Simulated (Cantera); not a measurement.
A perfectly stirred reactor is fed with N2O : O2 : N2 = 1 : 1.3 : 0.035 (molar parts), at 0.0460 bar; it is held at 1550 K, and followed from long to short residence time.

Computed with Cantera and GRI-Mech 3.0 (53 species, 325 reactions). GRI-Mech 3.0 was tuned for natural gas; its chemistry of N2O as a main component is partial and can be far from experiment. Radical loss at walls, strong at low pressure, is not modelled. The temperature is held fixed by assumption; the heat of reaction is taken as removed at once.

One state of this run: x N2O = 0.0136; x O2 = 0.590; x NO = 0.0838; x N2 = 0.312; x O = 9.31e-5; x NO2 = 6.26e-5. x: mole fraction; the columns are a selection and need not sum to one.

### Question
Which value of τ (s) does it belong to?
A. 5.9
B. 0.012
C. 0.27
D. 1.3

### Answer
A, 5.9
